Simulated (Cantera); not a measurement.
Feed: 1 mol SiH₂Cl₂, 0.041 mol Cl₂, a varied amount of N₂, equilibrated at 1675 K and 1.00 Torr.

These are equilibrium values from Cantera (NASA tables, ideal gas, pure condensed phases), not measurements of a reactor. Candidate condensed phases: NH₄Cl, Si, Si₃N₄; 28 gas species. The tables' values for SiCl, SiCl₃ are old estimates; treat these amounts as uncertain. Equilibrium is a limit: real reactors are often held back by kinetics, nucleation or transport.

x: gas mole fraction; n: condensed amount in mol.

```
n(N₂) (mol)   x N₂  x SiCl₂     x H₂    x HCl       x H  n Si₃N₄(s)
-----------  -----  -------  -------  -------  --------  ----------
24           0.921   0.0312   0.0298   0.0170  0.000548      0.0578
58           0.965   0.0134   0.0128  0.00744  0.000359      0.0551
92           0.978      ___      ___      ___       ___      0.0518
130          0.984  0.00608  0.00576  0.00338  0.000241      0.0480
160          0.987  0.00495  0.00469  0.00275  0.000218      0.0449
190          0.989  0.00417  0.00395  0.00232  0.000200      0.0419
230          0.991      ___      ___      ___  0.000182         ___
260          0.992  0.00305  0.00288  0.00170  0.000171      0.0347
```

Problem. Complete the blanks.

Solution. 
- 92, x SiCl₂: 0.00856
- 92, x H₂: 0.00812
- 92, x HCl: 0.00475
- 92, x H: 0.000287
- 230, x SiCl₂: 0.00345
- 230, x H₂: 0.00326
- 230, x HCl: 0.00192
- 230, n Si₃N₄(s): 0.0378
